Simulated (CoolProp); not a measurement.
Properties of methanol at several states (Tc = 513.4 K, pc = 8.216 MPa, ω = 0.565).

Values from CoolProp's reference Helmholtz-energy equation of state, de Reuck 1993.

```json
[
 {"T (K)": "230.3", "p (MPa)": "16.9", "phase": "liquid", "cp (kJ/(kg K))": "2.253", "speed of sound (m/s)": "1418"},
 {"T (K)": "246.1", "p (MPa)": "16.5", "phase": "liquid", "cp (kJ/(kg K))": "2.294", "speed of sound (m/s)": "1361"},
 {"T (K)": "182.9", "p (MPa)": "0.334", "phase": "liquid", "cp (kJ/(kg K))": "2.211", "speed of sound (m/s)": "1570"},
 {"T (K)": "271.5", "p (MPa)": "0.0186", "phase": "liquid", "cp (kJ/(kg K))": "2.394", "speed of sound (m/s)": "1189"},
 {"T (K)": "546", "p (MPa)": "16.2", "phase": "supercritical", "cp (kJ/(kg K))": "7.972", "speed of sound (m/s)": "331.8"},
 {"T (K)": "490.4", "p (MPa)": "0.0722", "phase": "gas", "cp (kJ/(kg K))": "1.856", "speed of sound (m/s)": "384.1"}
]
```
